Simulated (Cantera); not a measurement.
A Cantera script and what it prints.

```python
import numpy as np
import cantera as ct

gas_names = """
    SO3 K S2 O2
""".split()
cond_names = """
    K2SO4(a) K2SO4(b) K2SO4(L) K(cr) K(L)
""".split()


def load(file, names, dense=False):
    # The tables refer to 1 bar. Condensed volumes are neglected.
    table = {s.name: s for s in ct.Species.list_from_file(file)}
    out = []
    for n in names:
        d = dict(table[n].input_data)
        d["thermo"] = dict(d["thermo"], **{"reference-pressure": 1e5})
        if dense:
            d["equation-of-state"] = {"model": "constant-volume", "density": "1e6 g/cm^3"}
        out.append(ct.Species.from_dict(d))
    return out


species = {s.name: s for s in load("nasa_gas.yaml", gas_names) + load("nasa_condensed.yaml", cond_names)}
# Each term lists the table entries of one substance; the one whose range holds T is used.
reactions = {
    '8 SO3(g) + 12 K(g) = S2(g) + 6 K2SO4':
        [(-8, ['SO3']), (-12, ['K']), (1, ['S2']), (6, ['K2SO4(a)', 'K2SO4(b)', 'K2SO4(L)'])],
    '2 SO3(g) + O2(g) + 4 K = 2 K2SO4':
        [(-2, ['SO3']), (-1, ['O2']), (-4, ['K(cr)', 'K(L)']), (2, ['K2SO4(a)', 'K2SO4(b)', 'K2SO4(L)'])],
}


def pick(names, T):
    return next(species[n] for n in names if species[n].thermo.min_temp <= T <= species[n].thermo.max_temp)


results = []
for label, terms in reactions.items():
    print(label)
    print("     T/K   dH/kJ  dS/(J/K)   dG/kJ   log10 K")
    for T in [1123, 1173, 1223, 1273, 1323, 1373]:
        used = [(nu, pick(names, T)) for nu, names in terms]
        dH = sum(nu * s.thermo.h(T) for nu, s in used) / 1e6
        dS = sum(nu * s.thermo.s(T) for nu, s in used) / 1e3
        dG = dH - T * dS / 1e3
        logK = -dG * 1e6 / (ct.gas_constant * T * np.log(10))
        results.append((label, T, dH, dS, dG, logK, [s.name for _, s in used]))
        print(f"{T:8g} {dH:8.1f} {dS:8.1f} {dG:8.1f} {logK:8.2f}")
```

It prints:

```
8 SO3(g) + 12 K(g) = S2(g) + 6 K2SO4
     T/K   dH/kJ  dS/(J/K)   dG/kJ   log10 K
    1123  -6095.3  -2263.4  -3553.5   165.28
    1173  -6074.5  -2245.3  -3440.8   153.22
    1223  -6052.7  -2227.1  -3329.0   142.18
    1273  -6029.8  -2208.7  -3218.1   132.04
    1323  -6005.7  -2190.2  -3108.1   122.71
    1373  -5778.6  -2021.0  -3003.8   114.27
2 SO3(g) + O2(g) + 4 K = 2 K2SO4
     T/K   dH/kJ  dS/(J/K)   dG/kJ   log10 K
    1123  -2023.2   -562.1  -1392.0    64.75
    1173  -2018.4   -557.9  -1364.0    60.74
    1223  -2013.3   -553.7  -1336.2    57.07
    1273  -2008.1   -549.4  -1308.6    53.70
    1323  -2002.6   -545.2  -1281.3    50.59
    1373  -1929.6   -490.8  -1255.7    47.77
```

Cantera with NASA thermochemical tables; ideal gases at 1 bar, condensed phases pure. Condensed species are held in their standard states even where they would react or evaporate.
